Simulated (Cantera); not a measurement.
A Cantera script and what it prints.

```python
import numpy as np
import cantera as ct

gas_names = """
    C CH CH2 CH3 CH2OH CH3O CH4 CH3OH CO CO2 COOH C2 C2H CHCO,ketyl C2H2,acetylene C2H2,vinylidene
    CH2CO,ketene C2H3,vinyl CH3CO,acetyl C2H4 C2H4O,ethylen CH3CHO,ethanal CH3COOH (HCOOH)2 C2H5 C2H6
    CH3OCH3 C2H5OH C2O C3 C3H3,propargyl C3H4,allene C3H4,propyne C3H4,cyclo- C3H5,allyl C3H6,propylene
    C3H6,cyclo- C3H6O C3H7,n-propyl C3H7,i-propyl C3H8 C3H8O,1propanol C3H8O,2propanol C3O2 C4 C4H2
    C4H4,1,3-cyclo- C4H6,butadiene C4H6,2-butyne C4H6,cyclo- C4H8,1-butene C4H8,cis2-buten
    C4H8,tr2-butene C4H8,isobutene C4H8,cyclo- (CH3COOH)2 C4H9,n-butyl C4H9,i-butyl C4H9,s-butyl
    C4H9,t-butyl C4H10,isobutane C4H10,n-butane C5 C5H6,1,3cyclo- C5H8,cyclo- C5H10,1-pentene
    C5H10,cyclo- C5H11,pentyl C5H11,t-pentyl C5H12,n-pentane C5H12,i-pentane CH3C(CH3)2CH3 C6H2
    C6H5,phenyl C6H5O,phenoxy C6H6 C6H5OH,phenol C6H10,cyclo- C6H12,1-hexene C6H12,cyclo- C6H13,n-hexyl
    C7H7,benzyl C7H8 C7H8O,cresol C7H14,1-heptene C7H15,n-heptyl C7H16,n-heptane C8H8,styrene
    C8H10,ethylbenz C8H16,1-octene C8H17,n-octyl C8H18,isooctane C8H18,n-octane C9H19,n-nonyl
    C10H8,naphthale C10H21,n-decyl C12H9,o-bipheny C12H10,bipheny H HCO HO2 H2 HCHO,formaldehy HCOOH H2O
    H2O2 O OH O2 O3
""".split()
cond_names = """
    C(gr) C6H6(L) C7H8(L) C8H18(L),n-octa H2O(s) H2O(L)
""".split()


def load(file, names, dense=False):
    # The tables refer to 1 bar. Condensed volumes are neglected.
    table = {s.name: s for s in ct.Species.list_from_file(file)}
    out = []
    for n in names:
        d = dict(table[n].input_data)
        d["thermo"] = dict(d["thermo"], **{"reference-pressure": 1e5})
        if dense:
            d["equation-of-state"] = {"model": "constant-volume", "density": "1e6 g/cm^3"}
        out.append(ct.Species.from_dict(d))
    return out


gas = ct.Solution(thermo="ideal-gas", species=load("nasa_gas.yaml", gas_names))
cond = {s.name: ct.Solution(thermo="fixed-stoichiometry", species=[s], name=s.name)
        for s in load("nasa_condensed.yaml", cond_names, dense=True)}
atoms = {
    'C6H6': {'C': 6, 'H': 6},
    'H2O': {'H': 2, 'O': 1},
    'H2': {'H': 2},
}
top_T = {'C(gr)': 4500}  # K; cautious upper limits of use, not melting points


def equilibrate(T, P, feed):
    n = {}
    for name, mol in feed.items():
        for a, k in atoms[name].items():
            n[a] = n.get(a, 0.0) + k * mol
    gas.TPX = T, P, n
    mass = sum(n.values()) * gas.mean_molecular_weight
    gas.equilibrate("TP")
    valid = [c for c in cond.values() if c.min_temp <= T <= top_T.get(c.name, c.max_temp)]
    mix = ct.Mixture([(gas, mass / gas.mean_molecular_weight)] + [(c, 0.0) for c in valid])
    mix.T, mix.P = T, P
    mix.equilibrate("TP", solver="vcs", rtol=1e-11, max_steps=5000)
    return mix


results = []
feed = {'C6H6': 1, 'H2O': 0.19, 'H2': 0.85}  # mol
T = 2998  # K
P = 100000  # Pa
mix = equilibrate(T, P, feed)
results.append((T, P, feed, dict(zip(mix.species_names, mix.species_moles))))
x = sorted(zip(gas.X, gas.species_names), reverse=True)
print(f"T = {T:g} K  P = {P:g} Pa  gas = {mix.phase_moles(0):.4g} mol")
print("   x: " + "  ".join(f"{s} {v:.3e}" for v, s in x if v > 1e-06))
print("   condensed (mol): " + ("  ".join(f"{mix.phase(i).name} {mix.phase_moles(i):.4g}"
      for i in range(1, mix.n_phases) if mix.phase_moles(i) > 1e-12) or "none"))
```

It prints:

```
T = 2998 K  P = 100000 Pa  gas = 4.548 mol
   x: H2 7.694e-01  H 1.377e-01  C2H2,acetylene 4.759e-02  CO 4.178e-02  C2H 1.459e-03  C4H2 1.228e-03  C3 3.054e-04  C2H2,vinylidene 1.494e-04  CH3 1.312e-04  CH2 5.457e-05  C 4.973e-05  CH4 4.627e-05  C6H2 3.362e-05  C2 3.101e-05  CH 1.965e-05  C3H3,propargyl 1.916e-05  C2H3,vinyl 1.266e-05  C2H4 6.149e-06  C5 5.556e-06  C4 1.026e-06
   condensed (mol): C(gr) 5.333
```

Equilibrium computed with Cantera from the NASA thermochemical tables; the gas is ideal and each condensed phase is pure.
